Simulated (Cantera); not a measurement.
An isothermal, constant-pressure homogeneous reactor starts with H₂ : O₂ : N₂ = 1.3 : 1 : 3 (molar parts), at 825 K and 0.640 bar.

Computed with Cantera and GRI-Mech 3.0 (53 species, 325 reactions). Below about 950 K walls govern HO2 and H2O2 in real vessels. The temperature is held fixed by assumption; the heat of reaction is taken as removed at once.

Q: Predict: x(H₂) at 50.0 s; x(O₂) at 50.0 s; x(H₂O) at 50.0 s; x(H₂O₂) at 50.0 s; x(O) at 50.0 s; x(H) at 50.0 s.

A: 
- x(H₂) at 50.0 s = 0.141 (gas-phase equilibrium <1e-12)
- x(O₂) at 50.0 s = 0.140 (gas-phase equilibrium 0.0753)
- x(H₂O) at 50.0 s = 0.118 (gas-phase equilibrium 0.280)
- x(H₂O₂) at 50.0 s = 0.000854 (gas-phase equilibrium 1.15e-11)
- x(O) at 50.0 s = 1.54e-9 (gas-phase equilibrium <1e-12)
- x(H) at 50.0 s = 1.17e-8 (gas-phase equilibrium <1e-12)
